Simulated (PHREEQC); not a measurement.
Model water analysis in mmol/kgw, 10 °C, pH 6.71: Na 85.8; K 7.12; Ca 19.7; Mg 3.47; Cl 141; S(6) 0.184; Alkalinity (meq/kgw) 0.716; Sr 0.0723; Li 0.0175.

Valence states are taken as typed.

All values are PHREEQC results (Pitzer model, pitzer.dat), not measurements.

No solid was allowed to form.

Estimate the specific conductance, density.

specific conductance 9780 µS/cm; density 1.006 g/cm³.

In which forms is C present?

HCO3- 69 %, CO2 31 % of the C.

Away from 25 °C the constants follow the database's enthalpies or fits; those with neither stay at their 25 °C values.
